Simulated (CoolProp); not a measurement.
Values from CoolProp's reference Helmholtz-energy equation of state, Tillner-Roth 1997.

Question: For CH2F2 (R32), give the phase and the Z, cv (kJ/(kg K)), speed of sound (m/s), expansivity (1/kK) at 90.25 °C and 36.1 bar; 90.25 °C and 217 bar; 90.25 °C and 506 bar.

Answer: 
- 90.25 °C and 36.1 bar: gas; Z 0.756, cv 0.925, speed of sound 225, expansivity 6.88
- 90.25 °C and 217 bar: supercritical; Z 0.446, cv 1.01, speed of sound 491, expansivity 4.39
- 90.25 °C and 506 bar: supercritical; Z 0.894, cv 1.01, speed of sound 714, expansivity 2.28
